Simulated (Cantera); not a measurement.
**Ignition delay**

Mixture: CH4 : CO : O2 : N2 = 1 : 0.52 : 4.21 : 15.8 (molar parts), equivalence ratio 0.54, at 1.00 atm, adiabatic and at constant pressure. Ignition delay is the time to a rise of 400 K.

Model: GRI-Mech 3.0 (53 species, 325 reactions), integrated in Cantera.

```tsv
T0 (K)	delay (ms)
1275	11.7
1325	6.04
1375	3.28
1425	1.88
1475	1.13
1525	0.717
1575	0.473
```

```yaml
apparent activation energy between 1475 and 1575 K: 170 kJ/mol
```
